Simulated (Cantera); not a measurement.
Cantera run, input and output.

```python
import numpy as np
import cantera as ct

gas = ct.Solution("gri30.yaml")
gas.TPX = 750, 380000, {'CH4': 1, 'C2H6': 0.13, 'O2': 2.82, 'N2': 10.6}
inlet = ct.Reservoir(gas, clone=True)
gas.equilibrate("HP")  # start burning
reactor = ct.IdealGasConstPressureReactor(gas, energy="on", clone=False)
exhaust = ct.Reservoir(gas, clone=True)
tau = [0.3, 0.14, 0.067, 0.031, 0.015, 0.0069, 0.0032, 0.0015, 0.00071, 0.00033, 0.00016, 7.4e-05][0]
for a, b in ((inlet, reactor), (reactor, exhaust)):
    ct.MassFlowController(a, b, mdot=lambda t: reactor.mass / tau)
net = ct.ReactorNet([reactor])
show = ['CH4', 'C2H6', 'O2', 'CH2O', 'CO']

rows = []
print(f"{'tau/s':>10s}{'T/K':>9s}" + "".join(f"{s:>11s}" for s in show))
for tau in [0.3, 0.14, 0.067, 0.031, 0.015, 0.0069, 0.0032, 0.0015, 0.00071, 0.00033, 0.00016, 7.4e-05]:
    net.initial_time = 0.0
    net.advance(30 * tau)
    before = gas.X
    net.advance(40 * tau)
    drift = np.max(np.abs(gas.X - before) / (gas.X + 1e-9))
    rows.append([gas.T, *gas[show].X, drift])
    print(f"{tau:10.3e}{gas.T:9.1f}" + "".join(f"{x:11.3e}" for x in gas[show].X))
```

It prints:

```
     tau/s      T/K        CH4       C2H6         O2       CH2O         CO
 3.000e-01   2394.0  1.518e-07  2.336e-09  2.402e-02  3.248e-08  5.503e-03
 1.400e-01   2394.3  3.228e-07  4.985e-09  2.421e-02  6.924e-08  5.529e-03
 6.700e-02   2394.8  6.656e-07  1.034e-08  2.451e-02  1.434e-07  5.582e-03
 3.100e-02   2395.2  1.405e-06  2.211e-08  2.500e-02  3.047e-07  5.695e-03
 1.500e-02   2394.6  2.808e-06  4.511e-08  2.560e-02  6.129e-07  5.908e-03
 6.900e-03   2391.1  5.779e-06  9.657e-08  2.632e-02  1.269e-06  6.360e-03
 3.200e-03   2382.2  1.145e-05  2.046e-07  2.713e-02  2.520e-06  7.218e-03
 1.500e-03   2364.8  2.157e-05  4.261e-07  2.816e-02  4.718e-06  8.706e-03
 7.100e-04   2336.5  3.869e-05  8.674e-07  2.956e-02  8.325e-06  1.099e-02
 3.300e-04   2294.7  6.909e-05  1.767e-06  3.149e-02  1.440e-05  1.419e-02
 1.600e-04   2243.7  1.210e-04  3.427e-06  3.385e-02  2.409e-05  1.795e-02
 7.400e-05   2177.8  2.301e-04  7.024e-06  3.711e-02  4.293e-05  2.279e-02
```

Detailed kinetics in Cantera: GRI-Mech 3.0 (53 species, 325 reactions).
